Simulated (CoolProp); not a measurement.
Vapour-liquid equilibrium of n-heptane (1) + toluene (2) at 1090 kPa; x and y are mole fractions of (1).

Values from CoolProp's multi-fluid Helmholtz-energy mixture model, Span 2003 and Lemmon 2006; pair parameters Bell 2016.

Q: Give the bubble temperature and the first vapour's composition at x = 0.05, 0.45, 0.55. Is there an azeotrope?

A: x = 0.05: 220.4 °C, y = 0.069; x = 0.45: 211.4 °C, y = 0.498; x = 0.55: 210.1 °C, y = 0.589. No azeotrope shows between x = 0.05 and 0.95.

Pair parameters are fitted to limited data, so mixtures are less certain than the pure fluids.
